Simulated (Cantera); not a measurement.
Mixture: CH4 : H2 : O2 : N2 : H2O = 1 : 0.84 : 1.73 : 6.5 : 0.22 (molar parts), at 25.0 bar, adiabatic and at constant volume. Ignition delay is the time to a rise of 400 K.

Model: GRI-Mech 3.0 (53 species, 325 reactions), integrated in Cantera. The pressure lies above the range GRI-Mech 3.0 was tuned for (to about 10 atm).

Question: Predict: delay at 1100 K; delay at 1300 K; delay at 1500 K; delay at 1700 K; delay at 1900 K; apparent activation energy between 1800 and 2000 K.

Answer: 
```json
{
  "delay at 1100 K": "0.886 ms",
  "delay at 1300 K": "50.0 µs",
  "delay at 1500 K": "11.0 µs",
  "delay at 1700 K": "3.83 µs",
  "delay at 1900 K": "1.52 µs",
  "apparent activation energy between 1800 and 2000 K": "130 kJ/mol"
}
```
